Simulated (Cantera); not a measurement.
An adiabatic, constant-volume homogeneous reactor starts with CH4 : H2 : O2 : N2 = 1 : 1 : 1.47 : 5.53 (molar parts), equivalence ratio 1.7, at 1250 K and 1000000 Pa.

Cantera simulation using GRI-Mech 3.0 (53 species, 325 reactions); the numbers are that mechanism's predictions, not measurements.

Task: Predict: time of steepest temperature rise; temperature at 0.500 s; equilibrium temperature; x(H2) at 0.500 s; x(O2) at 0.500 s; x(NO2) at 0.500 s; x(CO2) at 0.500 s; x(HCO) at 0.500 s.

Result: time of steepest temperature rise: 0.121 ms
temperature at 0.500 s: 2908 K
equilibrium temperature: 2908 K
x(H2) at 0.500 s: 0.126 (gas-phase equilibrium 0.126)
x(O2) at 0.500 s: 8.82e-5 (gas-phase equilibrium 8.82e-5)
x(NO2) at 0.500 s: 4.72e-8 (gas-phase equilibrium 4.72e-8)
x(CO2) at 0.500 s: 0.0172 (gas-phase equilibrium 0.0172)
x(HCO) at 0.500 s: 1.55e-6 (gas-phase equilibrium 1.55e-6)
